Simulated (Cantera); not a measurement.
Input: 1 mol C6H6, 0.072 mol O2, 0.017 mol NH3, equilibrated at 1975 K and 750 Torr.

Cantera equilibrium calculation (NASA polynomials, part measured and part estimated; ideal gas, pure solids and liquids). Candidate condensed phases: C, C6H6, C7H8, C8H18, H2O; 136 gas species. Equilibrium is a limit: real reactors are often held back by kinetics, nucleation or transport.

Base state: H2 0.949, CO 0.0453, N2 0.00234, H 0.00133, HCN 0.000629, C2H2 (acetylene) 0.000616, CH4 0.000409, HNC 3.42e-5 (mole fractions); condensed: C(graphite).

**Question.** What changes in the equilibrium state with this change: C6H6 replaced by C2H5OH?

**Answer.** 
```json
[
 {"species": "H2", "before": "0.949", "after": "0.722"},
 {"species": "CO", "before": "0.0453", "after": "0.274"},
 {"species": "N2", "before": "0.00234", "after": "0.00178"},
 {"species": "H2O", "before": "5.57e-6", "after": "2.56e-5"},
 {"species": "CH4", "before": "0.000409", "after": "0.000237"},
 {"species": "CH3", "before": "1.14e-5", "after": "7.57e-6"},
 {"species": "HNC", "before": "3.42e-5", "after": "2.60e-5"},
 {"species": "C(graphite), mol", "before": "5.85", "after": "0.849"}
]
```

**Question.** What changes in the equilibrium state with this change: NH3 from 0.017 to 0.12 mol?

**Answer.** 
| species | before | after |
|---|---|---|
| H2 | 0.949 | 0.936 |
| CO | 0.0453 | 0.0425 |
| N2 | 0.00234 | 0.0168 |
| HNC | 3.42e-5 | 9.10e-5 |
| HCN | 0.000629 | 0.00168 |
| CH4 | 0.000409 | 0.000398 |
| C(graphite), mol | 5.85 | 5.84 |

**Question.** What changes in the equilibrium state with this change: pressure from 750 Torr to 7.50 Torr?

**Answer.** 
```tsv
species	before	after
H2	0.949	0.938
CO	0.0453	0.0450
H	0.00133	0.0133
CH4	0.000409	4.00e-6
CH3	1.14e-5	1.12e-6
C2H2 (acetylene)	0.000616	0.000609
HCN	0.000629	0.000624
HNC	3.42e-5	3.39e-5
N2	0.00234	0.00233
C(graphite), mol	5.85	5.85
```
